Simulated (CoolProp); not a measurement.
Vapour-liquid equilibrium of R134a (1) + methanol (2) at 40.6 kPa; x and y are mole fractions of (1).

Values from CoolProp's multi-fluid Helmholtz-energy mixture model, Tillner-Roth 1994 and de Reuck 1993; pair parameters Bell 2016.

```tsv
x	bubble temperature (K)	y at the bubble point	dew temperature at overall composition x (K)	liquid density (mol/L)
0.05	261.2	0.956	314.9	24.72
0.2	240.5	0.991	311.3	22.86
0.35	237.2	0.994	307.0	20.78
0.5	235.7	0.995	301.7	18.90
0.65	234.1	0.996	294.8	17.23
0.8	232.2	0.997	284.8	15.75
0.95	229.7	0.999	262.9	14.43
```

No azeotrope shows between x = 0.05 and 0.95.

Pair parameters are fitted to limited data, so mixtures are less certain than the pure fluids. With so large a gap from Raoult's law the liquid may split in two, which this calculation doesn't test in full.
